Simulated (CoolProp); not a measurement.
Properties of R124 along the isotherm 422.3 K.

Computed with CoolProp (reference Helmholtz-energy equation of state, de Vries 1995).

| p (MPa) | phase | Z | cp (kJ/(kg K)) | cv (kJ/(kg K)) | viscosity (µPa s) | Prandtl number |
|---|---|---|---|---|---|---|
| 0.494 | gas | 0.9616 | 0.9102 | 0.8365 | 18.2 | 0.687 |
| 0.988 | gas | 0.9215 | 0.9346 | 0.8444 | 18.3 | 0.698 |
| 1.48 | gas | 0.8793 | 0.9649 | 0.8530 | 18.5 | 0.713 |
| 1.98 | gas | 0.8339 | 1.004 | 0.8627 | 18.8 | 0.736 |
| 2.47 | gas | 0.7862 | 1.056 | 0.8732 | 19.3 | 0.769 |
| 2.97 | gas | 0.7335 | 1.131 | 0.8854 | 20.0 | 0.818 |
| 3.46 | gas | 0.6767 | 1.240 | 0.8993 | 21.1 | 0.894 |
| 3.95 | supercritical | 0.6132 | 1.417 | 0.9157 | 22.8 | 1.03 |
| 4.45 | supercritical | 0.5397 | 1.737 | 0.9357 | 25.7 | 1.29 |
| 4.94 | supercritical | 0.4600 | 2.265 | 0.9562 | 31.1 | 1.81 |
| 5.44 | supercritical | 0.3890 | 2.634 | 0.9637 | 40.4 | 2.50 |

Viscosity comes from a separate model (Bell 2016), an estimate that may be off by 10 % or more. Thermal conductivity comes from a separate model (Huber 2003), an estimate that may be off by 10 % or more.
